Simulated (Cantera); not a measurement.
Cantera with NASA thermochemical tables; ideal gases at 1 bar, condensed phases pure. Values are per mole of reaction as written; species without (g) are pure solids or liquids, kept so even where they would boil at 1 bar.

2 NO2(g) + 5 V + 3 H2O2(g) ⇌ 5 VO2(g) + 2 NH3(g)

```tsv
T (K)	ΔH° (kJ)	ΔS° (J/K)	ΔG° (kJ)	log10 K
1300	-961.5	319.4	-1376.8	55.32
1350	___	___	___	___
1400	___	___	___	___
1450	___	___	___	___
1500	___	___	___	___
1550	-980.0	306.5	-1455.0	49.03
```

**Question.** Complete the blanks.

**Answer.** 
- 1350, ΔH° (kJ): -964.9
- 1350, ΔS° (J/K): 316.8
- 1350, ΔG° (kJ): -1392.7
- 1350, log10 K: 53.88
- 1400, ΔH° (kJ): -968.5
- 1400, ΔS° (J/K): 314.3
- 1400, ΔG° (kJ): -1408.4
- 1400, log10 K: 52.55
- 1450, ΔH° (kJ): -972.2
- 1450, ΔS° (J/K): 311.7
- 1450, ΔG° (kJ): -1424.1
- 1450, log10 K: 51.30
- 1500, ΔH° (kJ): -976.0
- 1500, ΔS° (J/K): 309.1
- 1500, ΔG° (kJ): -1439.6
- 1500, log10 K: 50.13
